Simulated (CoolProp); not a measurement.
A single-stage vapour-compression cycle with vinyl chloride: evaporating at 305.15 K (dew point), condensing at 371.15 K (bubble point), superheat 0 K, subcooling 2 K, compressor efficiency 0.75, no pressure losses. Each further row changes one setting.

Computed with CoolProp (reference Helmholtz-energy equation of state, Thol 2022).

```tsv
case	cooling COP	pressure ratio	discharge temperature (K)	refrigerating effect (kJ/kg)	volumetric capacity (kJ/m³)
as stated	2.59	4.59	408.5	209	2740
evaporating temperature 310.15 K	2.90	4.00	404.9	212	3170
condensing temperature 366.15 K	2.89	4.17	401.5	218	2850
subcooling 7 K	2.70	4.59	408.5	218	2860
superheat 10 K	2.59	4.59	419.2	219	2740
compressor efficiency 0.65	2.24	4.59	418.4	209	2740
```
